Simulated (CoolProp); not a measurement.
Vapour-liquid equilibrium of ethanol (1) + benzene (2) at 0.299 MPa; x and y are mole fractions of (1).

Model: multi-fluid Helmholtz-energy mixture model, Schroeder 2014 and Thol 2012; pair parameters Bell 2016, in CoolProp.

**Question.** Give the bubble temperature and the first vapour's composition at x = 0.05, 0.35, 0.65. Is there an azeotrope?

**Answer.** x = 0.05: 385.8 K, y = 0.189; x = 0.35: 375.3 K, y = 0.481; x = 0.65: 375.0 K, y = 0.585. y crosses x between x = 0.45 and 0.55: the model has an azeotrope there.

Pair parameters are fitted to limited data, so mixtures are less certain than the pure fluids.
